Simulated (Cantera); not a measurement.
Feed: 1 mol Ta, 4.3 mol O₂, 4.6 mol N₂, 0.0004 mol CO₂, at 0.133 bar.

These are equilibrium values from Cantera (NASA tables, ideal gas, pure condensed phases), not measurements of a reactor. Candidate condensed phases: C, Ta, TaC, Ta₂O₅; 27 gas species. Kinetics and transport are ignored.

Problem. Which condensed phases are stable at each of these points (T (K)): 1800, 1850, 1900, 1950, 2000, 2050, 2100, 2150, 2200, 2250, 2300, 2350, 2400, 2450?

Solution. 
| T (K) | condensed phases | Ta condensed (%) |
|---|---|---|
| 1800 | Ta₂O₅(s) | 100.0 |
| 1850 | Ta₂O₅(s) | 100.0 |
| 1900 | Ta₂O₅(s) | 100.0 |
| 1950 | Ta₂O₅(s) | 100.0 |
| 2000 | Ta₂O₅(s) | 100.0 |
| 2050 | Ta₂O₅(s) | 100.0 |
| 2100 | Ta₂O₅(l) | 100.0 |
| 2150 | Ta₂O₅(l) | 100.0 |
| 2200 | Ta₂O₅(l) | 100.0 |
| 2250 | Ta₂O₅(l) | 100.0 |
| 2300 | Ta₂O₅(l) | 100.0 |
| 2350 | Ta₂O₅(l) | 100.0 |
| 2400 | Ta₂O₅(l) | 100.0 |
| 2450 | Ta₂O₅(l) | 100.0 |

From 1800 K to 2050 K the condensed part is Ta₂O₅(s). From 2100 K to 2450 K the condensed part is Ta₂O₅(l).
